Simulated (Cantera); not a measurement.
Input (Python, Cantera):

```python
import numpy as np
import cantera as ct

surf = ct.Interface("diamond.yaml", "diamond_100")
gas, bulk = surf.adjacent["gas"], surf.adjacent["diamond"]
k = surf.kinetics_species_index(bulk.species_names[0])
cover = ["c6HH", "c6H*", "c6*H", "c6**", "c6HM", "c6B"]

rows, drift = [], 0.0
print(f"{'P':>10s}{'um/h':>11s}" + "".join(f"{s:>11s}" for s in cover))
for v in [900, 1500, 2400, 3900, 6400, 11000, 17000, 28000]:
    T, P, xH, xCH3 = 1073, v, 0.0061, 0.00069
    gas.TPX = T, P, {"H": xH, "CH3": xCH3, "CH4": 0.0065, "H2": 1 - xH - xCH3 - 0.0065}
    surf.TP = bulk.TP = T, P
    surf.coverages = "c6H*:0.1, c6HH:0.9"
    surf.advance_coverages(100.0)
    before = surf.coverages
    surf.advance_coverages(100.0)
    drift = max(drift, np.max(np.abs(surf.coverages - before) / (surf.coverages + 1e-9)))
    rate = surf.net_production_rates[k] * bulk.mean_molecular_weight / bulk.density * 3.6e9
    rows.append([rate, *surf[cover].coverages])
    print(f"{v:10.4g}{rate:11.4e}" + "".join(f"{x:11.3e}" for x in rows[-1][1:]))
```

Result:

```
         P       um/h       c6HH       c6H*       c6*H       c6**       c6HM        c6B
       900 2.2542e+00  5.169e-01  2.429e-02  4.105e-01  1.460e-02  2.258e-02  6.117e-09
      1500 4.5664e+00  5.129e-01  2.410e-02  4.071e-01  1.448e-02  2.780e-02  1.239e-08
      2400 8.3377e+00  5.098e-01  2.395e-02  4.044e-01  1.438e-02  3.196e-02  2.262e-08
      3900 1.4916e+01  5.072e-01  2.384e-02  4.022e-01  1.431e-02  3.535e-02  4.047e-08
      6400 2.6141e+01  5.053e-01  2.378e-02  4.006e-01  1.426e-02  3.787e-02  7.094e-08
   1.1e+04 4.7036e+01  5.039e-01  2.377e-02  3.993e-01  1.422e-02  3.972e-02  1.276e-07
   1.7e+04 7.4429e+01  5.031e-01  2.380e-02  3.986e-01  1.422e-02  4.070e-02  2.020e-07
   2.8e+04 1.2480e+02  5.026e-01  2.391e-02  3.980e-01  1.422e-02  4.146e-02  3.387e-07
```

Cantera simulation using the Harris–Goodwin 1993 mechanism for the reconstructed diamond (100) surface; the numbers are that mechanism's predictions, not measurements.
